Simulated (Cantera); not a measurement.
Charge: 1 mol Cr, 16 mol N2, 6.8 mol H2, held at 4.60 Pa.

Cantera equilibrium calculation (NASA polynomials, part measured and part estimated; ideal gas, pure solids and liquids). Candidate condensed phases: Cr, CrN, Cr2N; 11 gas species. Kinetics and transport are ignored.

Question: Which condensed phases are stable at each of these points (T (°C)): 575, 625, 675, 725, 775, 825, 875?

Answer: 
```json
[
 {"T (°C)": "575", "condensed phases": "CrN(s)", "Cr condensed (%)": "100.0"},
 {"T (°C)": "625", "condensed phases": "Cr2N(s)", "Cr condensed (%)": "100.0"},
 {"T (°C)": "675", "condensed phases": "Cr2N(s)", "Cr condensed (%)": "100.0"},
 {"T (°C)": "725", "condensed phases": "Cr2N(s)", "Cr condensed (%)": "100.0"},
 {"T (°C)": "775", "condensed phases": "Cr2N(s)", "Cr condensed (%)": "100.0"},
 {"T (°C)": "825", "condensed phases": "Cr(s)", "Cr condensed (%)": "100.0"},
 {"T (°C)": "875", "condensed phases": "Cr(s)", "Cr condensed (%)": "100.0"}
]
```

At 575 °C the condensed part is CrN(s). From 625 °C to 775 °C the condensed part is Cr2N(s). From 825 °C to 875 °C the condensed part is Cr(s).
